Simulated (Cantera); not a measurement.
Input: 1 mol MgO, 5.5 mol CH4, 0.015 mol CO, at 625 °C and 100 Torr.

Method: chemical equilibrium by Gibbs-energy minimisation in Cantera with the NASA 1993 tables (ideal gas, pure condensed phases). Candidate condensed phases: C, C6H6, C7H8, C8H18, H2O, Mg, MgCO3, MgO, Mg(OH)2; 116 gas species. Rates play no part.

Base state: H2 0.959, CH4 0.0392, CO 0.00107, H2O 0.000345 (mole fractions); condensed: C(graphite) + MgO(s).

### Question
What changes in the equilibrium state with this change: pressure from 100 Torr to 3530 Torr?

### Answer
```csv
species,before,after
H2,0.959,0.548
CH4,0.0392,0.450
H2O,0.000345,0.00171
C2H6,1.05e-7,2.42e-5
CO,0.00107,0.000264
"C(graphite), mol",5.09,2.10
"MgO(s), mol",1.00,1.00
```
